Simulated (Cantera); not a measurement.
Feed: 1 mol FeS, 1.6 mol H2, 1.7 mol N2, held at 1600 Pa.

Cantera equilibrium calculation (NASA polynomials, part measured and part estimated; ideal gas, pure solids and liquids). Candidate condensed phases: Fe, FeS, FeS2, S; 16 gas species. Metal and sulfide melt together well below either melting point, which pure phases cannot show. Mutual solubility and eutectic melting of coexisting phases are not modelled. FeS: taken at fixed stoichiometry. Gases not in the tables: S3 to S7. The numbers say what is thermodynamically allowed, not how fast it happens.

Task: Which condensed phases are stable at each of these points (T (K)): 1250, 1300, 1350, 1400, 1450, 1500, 1550, 1600, 1650?

Result: 
| T (K) | condensed phases | Fe condensed (%) |
|---|---|---|
| 1250 | Fe(γ) + FeS(s) | 100.0 |
| 1300 | Fe(γ) + FeS(s) | 100.0 |
| 1350 | Fe(γ) + FeS(s) | 100.0 |
| 1400 | Fe(γ) + FeS(s) | 100.0 |
| 1450 | Fe(γ) + FeS(s) | 100.0 |
| 1500 | Fe(γ) + FeS(l) | 100.0 |
| 1550 | Fe(γ) + FeS(l) | 100.0 |
| 1600 | Fe(γ) + FeS(l) | 100.0 |
| 1650 | Fe(γ) + FeS(l) | 99.9 |

From 1250 K to 1450 K the condensed part is Fe(γ) + FeS(s). From 1500 K to 1650 K the condensed part is Fe(γ) + FeS(l).
